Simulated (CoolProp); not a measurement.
R1233zd(E) at several states: fugacity coefficient from the reference equation and from simpler models built on Tc = 438.9 K, pc = 35.83 bar, ω = 0.304; each cubic takes its own stable root.

Model: reference Helmholtz-energy equation of state, Akasaka 2022, in CoolProp.

```tsv
T (K)	p (bar)	phase	reference	Redlich-Kwong	Soave-Redlich-Kwong
289.8	26.8	liquid	0.03833	0.07465	0.03871
255	3.34	liquid	0.06136	0.1544	0.06021
341.9	48.4	liquid	0.1078	0.1569	0.1121
285.5	0.99	liquid	0.7918	0.9691	0.7884
300.4	0.299	gas	0.9894	0.9919	0.9908
```

At some of these states Redlich-Kwong gives the other phase, because its saturation line lies elsewhere.
